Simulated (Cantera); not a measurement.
Premixed flame

A freely propagating, adiabatic, planar premixed flame of H2 : O2 : N2 = 1 : 0.29 : 1.77 (molar parts), unburnt at 625 K and 37000 Pa; mixture-averaged transport, grid criteria slope 0.08 and curve 0.16, no radiation.

Model: the H2/O2 subset of GRI-Mech 3.0, which has no nitrogen chemistry, integrated in Cantera. Burning velocities carry a grid error of a few per cent, more on coarse grids.

```json
[
 {"z (mm)": "-5.52", "T (K)": "625", "u (m/s)": "6.13", "x H2": "0.327", "x O2": "0.0948", "x O": "<1e-8", "x H": "<1e-8", "x HO2": "<1e-8", "x H2O2": "<1e-8"},
 {"z (mm)": "-3.68", "T (K)": "625", "u (m/s)": "6.13", "x H2": "0.327", "x O2": "0.0948", "x O": "<1e-8", "x H": "<1e-8", "x HO2": "<1e-8", "x H2O2": "<1e-8"},
 {"z (mm)": "-2.76", "T (K)": "625", "u (m/s)": "6.13", "x H2": "0.327", "x O2": "0.0948", "x O": "<1e-8", "x H": "<1e-8", "x HO2": "1.04e-8", "x H2O2": "<1e-8"},
 {"z (mm)": "-1.84", "T (K)": "625", "u (m/s)": "6.13", "x H2": "0.327", "x O2": "0.0948", "x O": "<1e-8", "x H": "6.69e-7", "x HO2": "1.70e-6", "x H2O2": "<1e-8"},
 {"z (mm)": "-0.921", "T (K)": "644", "u (m/s)": "6.29", "x H2": "0.324", "x O2": "0.0944", "x O": "1.55e-5", "x H": "0.000572", "x HO2": "7.91e-5", "x H2O2": "1.23e-6"},
 {"z (mm)": "-0.460", "T (K)": "792", "u (m/s)": "7.65", "x H2": "0.298", "x O2": "0.0891", "x O": "0.000281", "x H": "0.00913", "x HO2": "4.98e-5", "x H2O2": "1.29e-6"},
 {"z (mm)": "0", "T (K)": "1123", "u (m/s)": "10.6", "x H2": "0.202", "x O2": "0.0545", "x O": "0.00324", "x H": "0.0501", "x HO2": "2.09e-5", "x H2O2": "6.04e-7"},
 {"z (mm)": "0.460", "T (K)": "1355", "u (m/s)": "12.7", "x H2": "0.123", "x O2": "0.0113", "x O": "0.00359", "x H": "0.0805", "x HO2": "4.17e-6", "x H2O2": "4.75e-7"},
 {"z (mm)": "0.921", "T (K)": "1452", "u (m/s)": "13.5", "x H2": "0.112", "x O2": "0.00280", "x O": "0.00240", "x H": "0.0796", "x HO2": "9.73e-7", "x H2O2": "3.64e-7"},
 {"z (mm)": "1.84", "T (K)": "1553", "u (m/s)": "14.3", "x H2": "0.116", "x O2": "0.00148", "x O": "0.00192", "x H": "0.0684", "x HO2": "4.70e-7", "x H2O2": "2.82e-7"},
 {"z (mm)": "3.68", "T (K)": "1660", "u (m/s)": "15.2", "x H2": "0.123", "x O2": "0.00104", "x O": "0.00144", "x H": "0.0545", "x HO2": "3.05e-7", "x H2O2": "1.81e-7"},
 {"z (mm)": "7.36", "T (K)": "1765", "u (m/s)": "16.0", "x H2": "0.130", "x O2": "0.000634", "x O": "0.000928", "x H": "0.0407", "x HO2": "1.82e-7", "x H2O2": "9.94e-8"},
 {"z (mm)": "14.7", "T (K)": "1857", "u (m/s)": "16.7", "x H2": "0.136", "x O2": "0.000332", "x O": "0.000505", "x H": "0.0285", "x HO2": "9.93e-8", "x H2O2": "5.01e-8"}
]
```
x: mole fraction of selected species; z is measured from the peak of heat release.

* **laminar burning velocity**: 613 cm/s
* **thermal thickness**: 1.84 mm
* **peak x(O)**: 0.00423
* **peak x(H)**: 0.0820
* **peak x(HO2)**: 7.94e-5
* **peak x(H2O2)**: 1.72e-6
